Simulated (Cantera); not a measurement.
Charge: 1 mol NiS, 45 mol H2, 0.85 mol N2, at 1702 °C and 0.240 bar.

These are equilibrium values from Cantera (NASA tables, ideal gas, pure condensed phases), not measurements of a reactor. Candidate condensed phases: Ni, NiS, NiS2, Ni3S2, Ni3S4, S; 17 gas species. Equilibrium is a limit: real reactors are often held back by kinetics, nucleation or transport.

Base state: H2 0.959, N2 0.0184, H2S 0.0138, SH 0.00308, H 0.00273, S2 0.00217, Ni 0.000581, S 0.000256 (mole fractions); condensed: Ni(l).

Problem. What changes in the equilibrium state with this change: temperature from 1702 °C to 1000 °C?

Solution. 
```json
[
 {"species": "H2", "before": "0.959", "after": "0.973"},
 {"species": "N2", "before": "0.0184", "after": "0.0185"},
 {"species": "H2S", "before": "0.0138", "after": "0.00819"},
 {"species": "SH", "before": "0.00308", "after": "7.16e-6"},
 {"species": "Ni", "before": "0.000581", "after": "<1e-9"},
 {"species": "NiS", "before": "0.000185", "after": "<1e-9"},
 {"species": "S", "before": "0.000256", "after": "4.86e-9"},
 {"species": "Ni(l), mol", "before": "0.965", "after": "0"},
 {"species": "Ni(s), mol", "before": "0", "after": "0.0637"},
 {"species": "Ni3S2(l), mol", "before": "0", "after": "0.312"}
]
```
Metal and sulfide melt together well below either melting point, which pure phases cannot show. Mutual solubility and eutectic melting of coexisting phases are not modelled.

Problem. What changes in the equilibrium state with this change: temperature from 1702 °C to 1550 °C?

Solution. 
```tsv
species	before	after
H2	0.959	0.960
N2	0.0184	0.0185
H2S	0.0138	0.0173
H	0.00273	0.000867
Ni	0.000581	7.71e-5
NiS	0.000185	3.96e-5
S	0.000256	6.68e-5
SH	0.00308	0.00167
S2	0.00217	0.00134
Ni(l), mol	0.965	0.995
```

Problem. What changes in the equilibrium state with this change: pressure from 0.240 bar to 1.00 bar?

Solution. 
```json
[
 {"species": "H2", "before": "0.959", "after": "0.959"},
 {"species": "N2", "before": "0.0184", "after": "0.0185"},
 {"species": "H2S", "before": "0.0138", "after": "0.0179"},
 {"species": "H", "before": "0.00273", "after": "0.00134"},
 {"species": "S2", "before": "0.00217", "after": "0.000872"},
 {"species": "Ni", "before": "0.000581", "after": "0.000140"},
 {"species": "NiS", "before": "0.000185", "after": "5.75e-5"},
 {"species": "S", "before": "0.000256", "after": "7.96e-5"},
 {"species": "SH", "before": "0.00308", "after": "0.00195"},
 {"species": "Ni(l), mol", "before": "0.965", "after": "0.991"}
]
```
